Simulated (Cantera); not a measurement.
## Counterflow diffusion flame

A counterflow diffusion flame at 1.58 atm, nozzles 20 mm apart: fuel side CH4 = 1 (molar parts) at 400 K, oxidiser side O2 : N2 = 0.24 : 0.76 (molar parts) at 575 K, fuel mass flux 0.93 times the oxidiser's; mixture-averaged transport, no radiation.

Model: GRI-Mech 3.0 (53 species, 325 reactions), integrated in Cantera. GRI-Mech 3.0 has no aromatics or soot, which form on the fuel side of real flames. The maximum strain rate includes the flame's own expansion and is several times the mean.

| oxidiser flux (kg/m²/s) | max strain (1/s) | mean strain (1/s) | T max (K) | peak x OH | peak x H | peak x NO | peak x CO | peak x C2H2 |
|---|---|---|---|---|---|---|---|---|
| 0.4 | 229 | 44.7 | 2325 | 0.0112 | 0.00446 | 0.000503 | 0.0742 | 0.0194 |
| 0.53 | 293 | 59.3 | 2306 | 0.0113 | 0.00464 | 0.000463 | 0.0726 | 0.0187 |
| 0.71 | 381 | 79.4 | 2292 | 0.0114 | 0.00485 | 0.000430 | 0.0712 | 0.0180 |
| 0.94 | 491 | 105 | 2281 | 0.0115 | 0.00508 | 0.000402 | 0.0701 | 0.0173 |
| 1.3 | 659 | 145 | 2267 | 0.0115 | 0.00531 | 0.000368 | 0.0689 | 0.0164 |
| 1.7 | 840 | 190 | 2256 | 0.0115 | 0.00550 | 0.000339 | 0.0680 | 0.0157 |
| 2.2 | 1060 | 246 | 2243 | 0.0114 | 0.00564 | 0.000307 | 0.0672 | 0.0149 |
| 2.9 | 1370 | 324 | 2228 | 0.0113 | 0.00578 | 0.000272 | 0.0664 | 0.0141 |
x: mole fraction; the columns are a selection and need not sum to one.
